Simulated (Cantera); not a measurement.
Charge: 1 mol Si2H6, 0.1 mol N2O, 45 mol N2, at 7.50 Torr.

Equilibrium computed with Cantera from the NASA thermochemical tables; the gas is ideal and each condensed phase is pure. Candidate condensed phases: H2O, Si, SiO2, Si2N2O, Si3N4; 35 gas species. The feed counts by its element totals alone. Mutual solubility and eutectic melting of coexisting phases are not modelled. Equilibrium is a limit: real reactors are often held back by kinetics, nucleation or transport. All values below are at 1375 K.

Base state: N2 0.936, H2 0.0641 (mole fractions); condensed: Si2N2O(s) + Si3N4(s).

What changes in the equilibrium state with this change: N2O from 0.1 to 4.6 mol?


| species | before | after |
|---|---|---|
| N2 | 0.936 | 0.943 |
| H2 | 0.0641 | 0.0456 |
| H2O | <1e-9 | 0.0114 |
| Si2N2O(s), mol | 0.1000 | 0 |
| Si3N4(s), mol | 0.600 | 0 |
| SiO2(β-quartz), mol | 0 | 2.00 |
The tables hold silica as quartz up to 1696 K and as liquid above; real silica turns to tridymite and cristobalite and melts near 1996 K.
